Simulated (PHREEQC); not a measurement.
PHREEQC input (ion-association model, phreeqc.dat):

```
SOLUTION_SPECIES
  CO3-2 + 10 H+ + 8 e- = CH4 + 3 H2O  # shut off: no methane
    -log_k -100
    -delta_h 0
    -analytic -100
SOLUTION 1
  temp 25
  units mol/kgw
  pH 7 charge
  C(4) 0.072
  Na 0.091
END
SELECTED_OUTPUT 1
  -reset false
  -pH true
  -pe true
  -ionic_strength true
  -water true
  -totals C Na C(-4) C(4) Oxg
  -molalities H+ Na+ CO3-2 OH- HCO3- CO2 (CO2)2 NaOH NaCO3- NaHCO3
USER_PUNCH 1
  -headings p_Oxg(g) phi_Oxg(g) p_H2O(g) phi_H2O(g) density
  10 PUNCH PR_P("Oxg(g)"), PR_PHI("Oxg(g)"), PR_P("H2O(g)"), PR_PHI("H2O(g)"), RHO
PRINT
  -reset false
USE solution 1
REACTION_TEMPERATURE 1
  40
GAS_PHASE 1
  -fixed_pressure
  -pressure 2
  -temperature 40
  -volume 20
  Oxg(g) 2
  H2O(g) 0
END
# ... the last block is repeated for the other 12 points of P (atm)
```

Selected output (columns that matter, 13 of 13 rows; P (atm) added in front):

```
P (atm)	pH	mu	C	Na	Oxg	m_H+	m_Na+	m_CO3-2	m_OH-	p_Oxg(g)	phi_Oxg(g)	p_H2O(g)	phi_H2O(g)	density
2	9.1402	0.088083	0.072077	0.091098	0.0019506	8.7578e-10	0.079427	0.0086558	5.2688e-05	1.9263	0.9985	0.073734	0.98493	0.99741
5	9.1388	0.088083	0.072078	0.091098	0.0049573	8.7843e-10	0.079426	0.0086579	5.2656e-05	4.9245	0.99623	0.075484	0.96409	0.99755
10	9.1366	0.088087	0.07208	0.091102	0.0098899	8.8286e-10	0.079426	0.0086616	5.2601e-05	9.9215	0.99253	0.078487	0.9304	0.99777
20	9.1322	0.088096	0.072087	0.09111	0.019469	8.9178e-10	0.079428	0.0086689	5.2493e-05	19.915	0.98535	0.084836	0.86672	0.99821
30	9.1278	0.088106	0.072095	0.09112	0.028682	9.0075e-10	0.07943	0.0086762	5.2388e-05	29.908	0.97846	0.091664	0.80771	0.99865
40	9.1235	0.088116	0.072103	0.09113	0.037547	9.0976e-10	0.079432	0.0086834	5.2285e-05	39.901	0.97185	0.098996	0.75307	0.99909
50	9.1191	0.088126	0.072112	0.091141	0.046082	9.1883e-10	0.079435	0.0086906	5.2184e-05	49.893	0.96554	0.10686	0.7025	0.99952
75	9.1084	0.088153	0.072136	0.091172	0.066074	9.417e-10	0.079445	0.0087084	5.1944e-05	74.871	0.95097	0.12897	0.59217	1.0006
100	9.0977	0.088183	0.072165	0.091209	0.084333	9.6488e-10	0.079457	0.0087259	5.1718e-05	99.845	0.9381	0.15486	0.50172	1.0017
150	9.0767	0.08825	0.072236	0.091298	0.11646	1.0122e-09	0.07949	0.0087604	5.1306e-05	149.78	0.91718	0.21901	0.36718	1.0039
200	9.0562	0.088328	0.072323	0.091408	0.14386	1.0606e-09	0.079534	0.0087941	5.0945e-05	199.7	0.90215	0.30054	0.27692	1.006
300	9.0166	0.0885	0.072536	0.091677	0.18837	1.1612e-09	0.079641	0.0088587	5.0363e-05	299.49	0.887	0.51466	0.17316	1.0103
400	8.9786	0.08867	0.07278	0.091985	0.2234	1.2662e-09	0.079752	0.0089184	4.9956e-05	399.21	0.88765	0.78769	0.1211	1.0145
```

Complexes and solids missing from the database can't appear. Away from 25 °C the constants follow the database's enthalpies or fits; those with neither stay at their 25 °C values.
